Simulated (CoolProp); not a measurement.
Properties of R1234ze(Z) along the isobar 0.101 MPa (Tc = 423.3 K, pc = 3.531 MPa, ω = 0.327).

Model: reference Helmholtz-energy equation of state, Akasaka 2019, in CoolProp.

```
T (K)  phase       Z  Joule-Thomson coefficient (K/MPa)  isothermal compressibility (1/MPa)  expansivity (1/kK)
-----  -----  ------  ---------------------------------  ----------------------------------  ------------------
284.1    gas     [?]                              48.82                               10.44                 [?]
306.4    gas  0.9639                                [?]                                 [?]               3.746
328.7    gas  0.9725                                [?]                                 [?]               3.371
350.9    gas  0.9785                                [?]                               10.12               3.083
373.2    gas  0.9829                              17.39                               10.08               2.851
395.5    gas  0.9861                              14.28                               10.04               2.658
417.7    gas  0.9886                              11.96                               10.02               2.494
440      gas  0.9906                              10.16                               9.995               2.351
```

**Question.** Complete the blanks.

**Answer.** 
- 284.1, Z: 0.9511
- 284.1, expansivity (1/kK): 4.262
- 306.4, Joule-Thomson coefficient (K/MPa): 36.15
- 306.4, isothermal compressibility (1/MPa): 10.28
- 328.7, Joule-Thomson coefficient (K/MPa): 27.57
- 328.7, isothermal compressibility (1/MPa): 10.19
- 350.9, Joule-Thomson coefficient (K/MPa): 21.63
